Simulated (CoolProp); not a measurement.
Model: reference Helmholtz-energy equation of state, Akasaka 2020, in CoolProp.

**Question.** Give the vapour pressure (kPa), liquid density (kg/m³), vapour density (kg/m³), enthalpy of vaporisation (kJ/kg) of saturated R1123 at -37.55, -27.65 °C.

**Answer.** 
| T (°C) | p (kPa) | liquid density (kg/m³) | vapour density (kg/m³) | enthalpy of vaporisation (kJ/kg) |
|---|---|---|---|---|
| -37.55 | 299 | 1270 | 13.6 | 207 |
| -27.65 | 438 | 1230 | 19.6 | 199 |
